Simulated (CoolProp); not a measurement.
The fluid at 298.15 K and 11 MPa flows at 16 m/s in a round tube of 25 mm bore and 0.25 µm roughness, fully developed (64/Re and Nu = 3.66 if laminar; Colebrook and Gnielinski if turbulent). The same conditions are run with several fluids, on thermodynamics alone (safety and materials aside).

Computed with CoolProp (reference Helmholtz-energy equation of state of each fluid (R141b: Lemmon 2006; R143a: Lemmon and Jacobsen 2000; toluene: Lemmon 2006; n-nonane: Lemmon 2006; o-xylene: Zhou 2012)).

```
fluid     Reynolds number  Darcy friction factor  pressure drop (Pa/m)  heat-transfer coefficient (W/(m² K))  mass flow (kg/h)
--------  ---------------  ---------------------  --------------------  ------------------------------------  ----------------
R141b             1090000                 0.0117                 75200                                 16500             35500
R143a             3030000                 0.0102                 52000                                 21900             28300
toluene            576000                 0.0130                 57900                                 15400             24600
n-nonane           394000                 0.0139                 51300                                 13400             20400
o-xylene           425000                 0.0137                 61900                                 13900             25000
```

Transport values come from each fluid's own correlations; those of R141b, R143a are estimates that may be off by 10 % or more.
